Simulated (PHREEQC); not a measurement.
PHREEQC input (ion-association model, wateq4f.dat):

```
SOLUTION 1
  temp 25
  units mol/kgw
  pH 7 charge
  Cl 0.4
  Ca 0.2
END
SELECTED_OUTPUT 1
  -reset false
  -pH true
  -pe true
  -ionic_strength true
  -water true
  -totals Ba Br Ca Cl F
  -molalities H+ Ba+2 Br- Ca+2 Cl- F- CaOH+ O2 BaOH+ OH-
    CaF+ HF HF2- H2F2
  -equilibrium_phases Fluorite BaF2 Portlandite
PRINT
  -reset false
USE solution 1
REACTION 1
  BaBr2 1
  0 0.00208 0.00417 0.00625 0.00833 0.0104 0.0125 0.0146 0.0167 0.0187 0.0208 0.0229 0.025 moles
EQUILIBRIUM_PHASES 1
  Fluorite 0 0.2
  BaF2 0 0
  Portlandite 0 0
  O2(g) -0.68 10
END
```

Selected output (columns that matter, 9 of 13 rows; BaBr2 added (mol) added in front):

```
BaBr2 added (mol)	pH	mu	Ba	Br	F	m_H+	m_Ba+2	m_Br-	m_F-	m_OH-	m_CaF+
0	6.8415	0.60005	0	0	5.0407e-05	1.8992e-07	0	0	3.6044e-05	1.113e-07	1.4358e-05
0.00417	6.8412	0.61256	0.00417	0.00834	5.0553e-05	1.9023e-07	0.00417	0.00834	3.6185e-05	1.1149e-07	1.4364e-05
0.00625	6.841	0.6188	0.00625	0.0125	5.0624e-05	1.9038e-07	0.00625	0.0125	3.6253e-05	1.1157e-07	1.4367e-05
0.00833	6.8408	0.62504	0.00833	0.01666	5.0694e-05	1.9053e-07	0.00833	0.01666	3.632e-05	1.1166e-07	1.437e-05
0.0125	6.8405	0.63755	0.0125	0.025	5.0833e-05	1.9084e-07	0.0125	0.025	3.6452e-05	1.1183e-07	1.4376e-05
0.0167	6.8402	0.65015	0.0167	0.0334	5.0969e-05	1.9115e-07	0.0167	0.0334	3.6581e-05	1.12e-07	1.4383e-05
0.0187	6.84	0.65615	0.0187	0.0374	5.1033e-05	1.913e-07	0.0187	0.0374	3.6642e-05	1.1207e-07	1.4387e-05
0.0208	6.8398	0.66245	0.0208	0.0416	5.1099e-05	1.9145e-07	0.0208	0.0416	3.6704e-05	1.1215e-07	1.4391e-05
0.025	6.8395	0.67505	0.025	0.05	5.1229e-05	1.9176e-07	0.025	0.05	3.6825e-05	1.123e-07	1.4399e-05
```
